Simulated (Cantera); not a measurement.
Input: 1 mol C₂F₆, 0.034 mol H₂, equilibrated at 13300 Pa.

Equilibrium computed with Cantera from the NASA thermochemical tables; the gas is ideal and each condensed phase is pure. Candidate condensed phases: C, C₆H₆, C₇H₈, C₈H₁₈; 95 gas species. The feed counts by its element totals alone. The tables' values for C₂F₄ are old estimates; treat these amounts as uncertain. Gases not in the tables: C₂F₆ and larger saturated fluorocarbons. The numbers say what is thermodynamically allowed, not how fast it happens.

log p: log10 of the partial pressure in bar; n: condensed amount in mol.

| T (K) | log p CF₄ | log p CF₂ | log p F | log p HF | log p CF₃ | log p CF | n C(graphite) |
|---|---|---|---|---|---|---|---|
| 1923 | -0.90 | -2.69 | -3.50 | -2.24 | -3.45 | -6.01 | 0.505 |
| 1973 | -0.91 | -2.51 | -3.29 | -2.24 | -3.30 | -5.68 | 0.499 |
| 2023 | -0.92 | -2.33 | -3.08 | -2.24 | -3.16 | -5.37 | 0.489 |
| 2073 | -0.93 | -2.16 | -2.89 | -2.25 | -3.03 | -5.07 | 0.477 |
| 2123 | -0.94 | [?] | [?] | -2.26 | [?] | [?] | 0.459 |
| 2173 | -0.96 | -1.86 | -2.53 | -2.27 | -2.79 | -4.52 | 0.435 |
| 2223 | -0.99 | -1.73 | -2.36 | -2.28 | -2.69 | -4.27 | 0.403 |
| 2273 | -1.02 | [?] | [?] | -2.30 | [?] | [?] | [?] |
| 2323 | -1.07 | -1.49 | -2.06 | -2.32 | -2.53 | -3.81 | 0.309 |
| 2373 | -1.14 | -1.40 | -1.93 | -2.34 | -2.47 | -3.59 | 0.244 |
| 2423 | -1.22 | -1.31 | -1.81 | -2.38 | -2.43 | -3.40 | 0.168 |

Question: Some entries are withheld; supply them.

Answer: 
- 2123, log p CF₂: -2.01
- 2123, log p F: -2.70
- 2123, log p CF₃: -2.90
- 2123, log p CF: -4.79
- 2273, log p CF₂: -1.60
- 2273, log p F: -2.21
- 2273, log p CF₃: -2.60
- 2273, log p CF: -4.03
- 2273, n C(graphite): 0.362
